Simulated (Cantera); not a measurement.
Feed: 1 mol CuO, 0.49 mol C, 0.11 mol N2, held at 1373 K and 1.90 mbar.

Method: chemical equilibrium by Gibbs-energy minimisation in Cantera with the NASA 1993 tables (ideal gas, pure condensed phases). Candidate condensed phases: C, Cu, CuO, Cu2O; 27 gas species. Mutual solubility and eutectic melting of coexisting phases are not modelled. Equilibrium is a limit: real reactors are often held back by kinetics, nucleation or transport.

Base state: CO2 0.814, N2 0.183, O2 0.00310, Cu 0.000416, CO 0.000205, NO 3.63e-5 (mole fractions); condensed: Cu(l) + Cu2O(s).

### Question
What changes in the equilibrium state with this change: temperature from 1373 K to 975 K?

### Answer
| species | before | after |
|---|---|---|
| CO2 | 0.814 | 0.817 |
| N2 | 0.183 | 0.183 |
| CO | 0.000205 | 3.41e-6 |
| O2 | 0.00310 | 1.96e-8 |
| Cu | 0.000416 | 2.94e-9 |
| NO | 3.63e-5 | 3.48e-9 |
| Cu(l), mol | 0.967 | 0 |
| Cu2O(s), mol | 0.0164 | 0.0200 |
| Cu(s), mol | 0 | 0.960 |
